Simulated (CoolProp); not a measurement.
Vapour-liquid equilibrium of R113 (1) + benzene (2) at 34.4 kPa; x and y are mole fractions of (1).

Values from CoolProp's multi-fluid Helmholtz-energy mixture model, Marx 1992 and Thol 2012; pair parameters Bell 2016.

| x | bubble temperature, mixture model (K) | bubble temperature, Raoult's law (K) | y, mixture model | y, Raoult's law |
|---|---|---|---|---|
| 0.05 | 316.2 | 319.2 | (withheld) | 0.140 |
| 0.15 | (withheld) | 314.6 | 0.477 | 0.359 |
| 0.25 | 304.8 | 310.7 | 0.603 | 0.521 |
| 0.35 | 301.8 | 307.1 | 0.683 | 0.642 |
| 0.45 | 299.6 | 304.0 | 0.741 | 0.735 |
| 0.55 | 297.8 | 301.3 | 0.791 | 0.809 |
| 0.65 | 296.2 | 298.7 | 0.836 | 0.867 |
| 0.75 | 294.8 | 296.5 | 0.881 | 0.915 |
| 0.85 | (withheld) | 294.4 | 0.927 | 0.954 |
| 0.95 | (withheld) | 292.5 | 0.975 | 0.986 |

Some entries are withheld; supply them.


- 0.05, y, mixture model: 0.232
- 0.15, bubble temperature, mixture model (K): 309.1
- 0.85, bubble temperature, mixture model (K): 293.5
- 0.95, bubble temperature, mixture model (K): 292.2

The largest gap from Raoult's law is -5.9 K in bubble temperature, at x = 0.25. No azeotrope shows between x = 0.05 and 0.95.

Pair parameters are fitted to limited data, so mixtures are less certain than the pure fluids.
